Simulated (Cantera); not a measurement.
Input: 1 mol Pb, 0.0013 mol O₂, 1.6 mol N₂, at 650 K and 1.73 Torr.

These are equilibrium values from Cantera (NASA tables, ideal gas, pure condensed phases), not measurements of a reactor. Candidate condensed phases: Pb, PbO, PbO₂, Pb₃O₄; 12 gas species. Rates play no part.

Base state: N₂ 1.00 (mole fractions); condensed: Pb(l) + PbO(red).

Question: What changes in the equilibrium state with this change: temperature from 650 K to 1823.15 K?

Answer: 
```csv
species,before,after
N₂,1.00,0.615
Pb,4.07e-8,0.384
PbO,<1e-9,0.000976
NO,<1e-9,1.38e-5
"Pb(l), mol",0.997,0
"PbO(red), mol",0.00260,0
```
